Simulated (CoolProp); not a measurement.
A closed Brayton cycle with carbon dioxide: compressor inlet 326.15 K and 9.7 MPa, high pressure 22.9 MPa, turbine inlet 975 K, compressor efficiency 0.85, turbine efficiency 0.93, recuperator effectiveness 0.95 (on enthalpy, no pinch check). Each further row changes one setting.

Model: reference Helmholtz-energy equation of state, Span 1996, in CoolProp.

```json
[
 {"case": "as stated", "thermal efficiency (%)": "41.2", "net work (kJ/kg)": "104", "compressor to turbine work": "0.27", "compressor exit (K)": "388.2", "turbine exit (K)": "856.0"},
 {"case": "turbine inlet 925 K", "thermal efficiency (%)": "?", "net work (kJ/kg)": "?", "compressor to turbine work": "0.28", "compressor exit (K)": "388.2", "turbine exit (K)": "810.1"},
 {"case": "compressor inlet 336.15 K", "thermal efficiency (%)": "40.6", "net work (kJ/kg)": "96.8", "compressor to turbine work": "0.32", "compressor exit (K)": "407.6", "turbine exit (K)": "856.0"},
 {"case": "high pressure 19.5 MPa", "thermal efficiency (%)": "?", "net work (kJ/kg)": "?", "compressor to turbine work": "0.25", "compressor exit (K)": "376.4", "turbine exit (K)": "?"},
 {"case": "recuperator effectiveness 0.5", "thermal efficiency (%)": "20.7", "net work (kJ/kg)": "104", "compressor to turbine work": "0.27", "compressor exit (K)": "388.2", "turbine exit (K)": "856.0"}
]
```

### Question
Fill in the missing entries.

### Answer

- turbine inlet 925 K, thermal efficiency (%): 39.7
- turbine inlet 925 K, net work (kJ/kg): 96.1
- high pressure 19.5 MPa, thermal efficiency (%): 39.4
- high pressure 19.5 MPa, net work (kJ/kg): 87.0
- high pressure 19.5 MPa, turbine exit (K): 877.6
